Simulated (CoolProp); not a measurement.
Vapour-liquid equilibrium of CH2F2 (R32) (1) + dimethyl ether (2) at 315 kPa; x and y are mole fractions of (1).

The numbers come from the multi-fluid Helmholtz-energy mixture model, Tillner-Roth 1997 and Wu 2011; pair parameters Bell 2016 in CoolProp.

| x | bubble temperature (°C) | y at the bubble point | dew temperature at overall composition x (°C) | liquid density (mol/L) |
|---|---|---|---|---|
| 0.05 | 2.5 | 0.118 | 3.9 | 15.31 |
| 0.2 | -4.4 | 0.408 | [?] | [?] |
| 0.35 | -10.4 | 0.613 | -2.9 | 17.10 |
| 0.5 | [?] | 0.752 | [?] | 18.06 |
| 0.65 | -19.5 | [?] | -11.7 | 19.10 |
| 0.8 | [?] | 0.922 | -17.3 | 20.22 |
| 0.95 | -25.6 | 0.981 | [?] | 21.47 |

### Question
What belongs in the gaps?

### Answer

- 0.2, dew temperature at overall composition x (°C): 0.7
- 0.2, liquid density (mol/L): 16.18
- 0.5, bubble temperature (°C): -15.4
- 0.5, dew temperature at overall composition x (°C): -6.9
- 0.65, y at the bubble point: 0.850
- 0.8, bubble temperature (°C): -22.8
- 0.95, dew temperature at overall composition x (°C): -24.1

No azeotrope shows between x = 0.05 and 0.95.

Pair parameters are fitted to limited data, so mixtures are less certain than the pure fluids. The gap from Raoult's law changes sign with composition, which may be real or a fault of the pair parameters; it wasn't checked against measurements.
